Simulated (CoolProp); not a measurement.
Vapour-liquid equilibrium of cyclohexane (1) + toluene (2) at 288.1 K; x and y are mole fractions of (1).

Model: multi-fluid Helmholtz-energy mixture model, Zhou 2014 and Lemmon 2006; pair parameters Bell 2016, in CoolProp.

| x | bubble pressure, mixture model (MPa) | bubble pressure, Raoult's law (MPa) | y, mixture model | y, Raoult's law |
|---|---|---|---|---|
| 0.05 | 0.002681 | 0.002507 | … | 0.162 |
| 0.2 | 0.003909 | 0.003394 | 0.540 | 0.479 |
| 0.35 | 0.004916 | 0.004280 | 0.693 | 0.664 |
| 0.5 | 0.005764 | 0.005166 | 0.788 | 0.786 |
| 0.65 | 0.006511 | 0.006052 | … | 0.872 |
| 0.8 | 0.007205 | 0.006938 | … | 0.936 |
| 0.95 | 0.007889 | 0.007824 | 0.979 | 0.986 |

What belongs in the gaps?


- 0.05, y, mixture model: 0.215
- 0.65, y, mixture model: 0.858
- 0.8, y, mixture model: 0.919

The largest gap from Raoult's law is +15.2 % in bubble pressure, at x = 0.2. No azeotrope shows between x = 0.05 and 0.95.

The pair parameters rest on a limited set of measurements; away from them the model extrapolates.
